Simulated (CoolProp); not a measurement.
Properties of CH3F (R41) along the isotherm -85.05 °C (Tc = 44.1 °C, pc = 5.906 MPa, ω = 0.200).

The numbers come from the reference Helmholtz-energy equation of state, Lemmon 2006 in CoolProp. It is a short technical equation, of lower accuracy than the large ones.

| p (MPa) | phase | cp (kJ/(kg K)) | speed of sound (m/s) | expansivity (1/kK) | fugacity coefficient |
|---|---|---|---|---|---|
| 1.97 | liquid | 2.057 | 1132 | 2.248 | 0.03551 |
| 3.94 | liquid | 2.050 | 1144 | 2.210 | 0.01862 |
| 5.91 | liquid | 2.043 | 1156 | 2.174 | 0.01302 |
| 7.87 | liquid | 2.037 | 1167 | 2.141 | 0.01025 |
| 9.84 | liquid | 2.031 | 1179 | 2.109 | 0.008596 |
| 11.8 | liquid | ? | 1190 | 2.078 | 0.007513 |
| 13.8 | liquid | 2.021 | 1201 | 2.048 | 0.006739 |
| 15.7 | liquid | 2.016 | 1211 | 2.021 | 0.006198 |
| 17.7 | liquid | 2.011 | 1222 | 1.994 | 0.005766 |
| 19.7 | liquid | 2.006 | 1232 | 1.968 | 0.005432 |
| 21.7 | liquid | 2.002 | ? | ? | 0.005171 |
| 23.6 | liquid | 1.998 | 1252 | 1.920 | ? |
| 25.6 | liquid | 1.994 | ? | 1.896 | 0.004806 |
| 27.6 | liquid | 1.990 | 1272 | ? | ? |
| 29.5 | liquid | 1.986 | ? | 1.853 | 0.004572 |

Fill in the missing entries.


- 11.8, cp (kJ/(kg K)): 2.026
- 21.7, speed of sound (m/s): 1243
- 21.7, expansivity (1/kK): 1.943
- 23.6, fugacity coefficient: 0.004973
- 25.6, speed of sound (m/s): 1262
- 27.6, expansivity (1/kK): 1.874
- 27.6, fugacity coefficient: 0.004673
- 29.5, speed of sound (m/s): 1281
